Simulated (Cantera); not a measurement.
Standard-state values (1 bar) from the NASA 1993 polynomials, evaluated with Cantera. Values are per mole of reaction as written; species without (g) are pure solids or liquids, kept so even where they would boil at 1 bar. VN: taken at fixed stoichiometry.

### Question
Between 375 and 625 K, where is each reaction favourable under standard conditions?
- 7 H2O2(g) + 4 VN → 7 H2(g) + 2 V2O3 + 4 NO2(g)
- 9 VO2(g) + NO2(g) → VN + 4 V2O5
- 2 V2O5 + O2(g) + 4 NH3(g) → 12 OH(g) + 4 VN

### Answer
- 7 H2O2(g) + 4 VN → 7 H2(g) + 2 V2O3 + 4 NO2(g): ΔG° is -584 kJ at 375 K and -668 kJ at 625 K; it stays negative (K > 1). ΔH° is -447 kJ and ΔS° 353 J/K at 625 K.
- 9 VO2(g) + NO2(g) → VN + 4 V2O5: ΔG° is -3586 kJ at 375 K and -3090 kJ at 625 K; it stays negative (K > 1). ΔH° is -4300 kJ and ΔS° -1936 J/K at 625 K.
- 2 V2O5 + O2(g) + 4 NH3(g) → 12 OH(g) + 4 VN: ΔG° is 2469 kJ at 375 K and 2184 kJ at 625 K; it stays positive (K < 1). ΔH° is 2898 kJ and ΔS° 1142 J/K at 625 K.
